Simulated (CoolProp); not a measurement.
A Linde-Hampson liquefier for ethylene: isothermal reversible compression at 320 K from 1 atm to 30 MPa, throttling to 1 atm, return gas leaving the recuperator 5 K below the feed. Each further row changes one setting.

Model: reference Helmholtz-energy equation of state, Smukala 2000, in CoolProp.

| case | liquid yield per pass | compression work (kJ/kg of gas) |
|---|---|---|
| as stated | ___ | 444 |
| high pressure 60 MPa | ___ | ___ |
| warm-end temperature 350 K | ___ | ___ |
| warm-end gap 10 K | ___ | 444 |

Q: Fill in the missing entries.

A: 
- as stated, liquid yield per pass: 0.422
- high pressure 60 MPa, liquid yield per pass: 0.403
- high pressure 60 MPa, compression work (kJ/kg of gas): 513
- warm-end temperature 350 K, liquid yield per pass: 0.350
- warm-end temperature 350 K, compression work (kJ/kg of gas): 512
- warm-end gap 10 K, liquid yield per pass: 0.416
